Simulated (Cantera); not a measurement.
What does this Cantera script print?

```python
import numpy as np
import cantera as ct

gas = ct.Solution("h2o2.yaml")
gas.TPX = 1123, 13332, {'H2': 0.74, 'O2': 1, 'N2': 0.57}
inlet = ct.Reservoir(gas, clone=True)

reactor = ct.IdealGasConstPressureReactor(gas, energy="off", clone=False)
exhaust = ct.Reservoir(gas, clone=True)
tau = [2.1, 1.1, 0.57, 0.29, 0.15, 0.078, 0.04, 0.021, 0.011, 0.0055, 0.0028][0]
for a, b in ((inlet, reactor), (reactor, exhaust)):
    ct.MassFlowController(a, b, mdot=lambda t: reactor.mass / tau)
net = ct.ReactorNet([reactor])
show = ['H2', 'O2', 'HO2', 'H2O', 'H']

rows = []
print(f"{'tau/s':>10s}{'T/K':>9s}" + "".join(f"{s:>11s}" for s in show))
for tau in [2.1, 1.1, 0.57, 0.29, 0.15, 0.078, 0.04, 0.021, 0.011, 0.0055, 0.0028]:
    net.initial_time = 0.0
    net.advance(30 * tau)
    before = gas.X
    net.advance(40 * tau)
    drift = np.max(np.abs(gas.X - before) / (gas.X + 1e-9))
    rows.append([gas.T, *gas[show].X, drift])
    print(f"{tau:10.3e}{gas.T:9.1f}" + "".join(f"{x:11.3e}" for x in gas[show].X))
```

Output:

```
     tau/s      T/K         H2         O2        HO2        H2O          H
 2.100e+00   1123.0  2.950e-04  3.247e-01  9.208e-06  3.809e-01  5.826e-06
 1.100e+00   1123.0  4.539e-04  3.247e-01  1.312e-05  3.807e-01  1.115e-05
 5.700e-01   1123.0  7.001e-04  3.247e-01  1.832e-05  3.803e-01  2.157e-05
 2.900e-01   1123.0  1.085e-03  3.248e-01  2.498e-05  3.798e-01  4.245e-05
 1.500e-01   1123.0  1.649e-03  3.249e-01  3.266e-05  3.790e-01  8.207e-05
 7.800e-02   1123.0  2.472e-03  3.250e-01  4.112e-05  3.778e-01  1.577e-04
 4.000e-02   1123.0  3.699e-03  3.251e-01  5.020e-05  3.760e-01  3.066e-04
 2.100e-02   1123.0  5.405e-03  3.253e-01  5.889e-05  3.735e-01  5.814e-04
 1.100e-02   1123.0  7.837e-03  3.256e-01  6.706e-05  3.699e-01  1.102e-03
 5.500e-03   1123.0  1.157e-02  3.261e-01  7.467e-05  3.641e-01  2.174e-03
 2.800e-03   1123.0  1.679e-02  3.268e-01  8.046e-05  3.556e-01  4.181e-03
```

Cantera simulation using the H2/O2 subset of GRI-Mech 3.0, which has no nitrogen chemistry; the numbers are that mechanism's predictions, not measurements. The temperature is held fixed by assumption; the heat of reaction is taken as removed at once.
